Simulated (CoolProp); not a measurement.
CH3F (R41) along the isotherm 338.3 K: density (kg/m³) from the reference equation and from simpler models built on Tc = 317.3 K, pc = 59.06 bar, ω = 0.200; each cubic takes its own stable root.

Values from CoolProp's reference Helmholtz-energy equation of state, Lemmon 2006. It is a short technical equation, of lower accuracy than the large ones.

```tsv
p (bar)	phase	reference	ideal gas	van der Waals	Redlich-Kwong	Soave-Redlich-Kwong	Peng-Robinson
11.1	gas	14.31	13.43	14.13	14.21	14.19	14.29
22.1	gas	30.59	26.74	29.82	30.15	30.03	30.47
33.2	gas	49.91	40.17	48.05	48.80	48.46	49.57
44.3	gas	73.50	53.60	69.93	71.25	70.39	72.64
55.4	gas	103.9	67.03	98.32	99.89	97.77	101.9
66.4	supercritical	146.3	80.34	141.6	140.0	134.3	141.3
77.5	supercritical	215.8	93.77	225.1	205.7	188.5	200.1
88.6	supercritical	322.7	107.2	272.5	277.7	254.3	272.2
```
